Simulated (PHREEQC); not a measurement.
Make-up at 45 °C: 0.023 mol/kgw HCl, 0.00021 mol/kgw MnSO4 and 0.28 mol/kgw Na2SO4. Closed to the air; pH follows from the charge balance.

Equilibrium calculation in PHREEQC: ion-association model, phreeqc.dat.

```tsv
quantity	before	after
pH	2.53	2.66
ionic strength (mol/kgw)	0.652	0.647
SO4-2 (mol/kgw)	0.175	0.172
HSO4- (mol/kgw)	0.0191	0.0200
```

Task: Name the change that produced these shifts.
(A) diluted 2-fold with water
(B) diluted 100-fold with water
(C) Na2SO4 left out
(D) MnSO4 replaced by CaSO4 at the same molality
(E) temperature from 45 to 60 °C

Result: E, temperature from 45 to 60 °C

This is a speciation only: nothing precipitates in the calculation. Constants without temperature data keep their 25 °C values here.
